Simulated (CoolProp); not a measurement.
A Linde-Hampson liquefier for ethane: isothermal reversible compression at 320 K from 1 atm to 15 MPa, throttling to 1 atm, return gas leaving the recuperator 2 K below the feed. Each further row changes one setting.

The numbers come from the reference Helmholtz-energy equation of state, Bücker 2006 in CoolProp.

```csv
case,liquid yield per pass,compression work (kJ/kg of gas)
as stated,0.454,353
as stated,0.454,353
high pressure 30 MPa,0.464,390
warm-end temperature 350 K,0.356,414
warm-end gap 7 K,0.447,353
high pressure 30 MPa,0.464,390
warm-end temperature 350 K,0.356,414
warm-end gap 7 K,0.447,353
```
